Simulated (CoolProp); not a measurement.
The fluid at 307.08 K and 0.532 MPa flows at 3.2 m/s in a round tube of 20 mm bore and 45 µm roughness, fully developed (64/Re and Nu = 3.66 if laminar; Colebrook and Gnielinski if turbulent). The same conditions are run with several fluids, on thermodynamics alone (safety and materials aside).

Computed with CoolProp (reference Helmholtz-energy equation of state of each fluid (nitrogen: Span 2000; C2F6 (R116): Lemmon 2006; ethane: Bücker 2006; R143a: Lemmon and Jacobsen 2000; CH2F2 (R32): Tillner-Roth 1997)).

Rank nitrogen, C2F6 (R116), ethane, R143a, CH2F2 (R32) by Reynolds number, highest first.

C2F6 (R116) (133000), R143a (106000), CH2F2 (R32) (53600), ethane (42800), nitrogen (20500)

```json
[
 {"fluid": "nitrogen", "Darcy friction factor": "0.0301", "pressure drop (Pa/m)": "45.0", "heat-transfer coefficient (W/(m² K))": "82.9", "mass flow (kg/h)": "21.1"},
 {"fluid": "C2F6 (R116)", "Darcy friction factor": "0.0254", "pressure drop (Pa/m)": "197", "heat-transfer coefficient (W/(m² K))": "282", "mass flow (kg/h)": "110"},
 {"fluid": "ethane", "Darcy friction factor": "0.0275", "pressure drop (Pa/m)": "45.8", "heat-transfer coefficient (W/(m² K))": "144", "mass flow (kg/h)": "23.6"},
 {"fluid": "R143a", "Darcy friction factor": "0.0257", "pressure drop (Pa/m)": "126", "heat-transfer coefficient (W/(m² K))": "231", "mass flow (kg/h)": "69.2"},
 {"fluid": "CH2F2 (R32)", "Darcy friction factor": "0.0269", "pressure drop (Pa/m)": "79.4", "heat-transfer coefficient (W/(m² K))": "123", "mass flow (kg/h)": "41.8"}
]
```

Transport values come from each fluid's own correlations; those of C2F6 (R116), R143a, CH2F2 (R32) are estimates that may be off by 10 % or more.
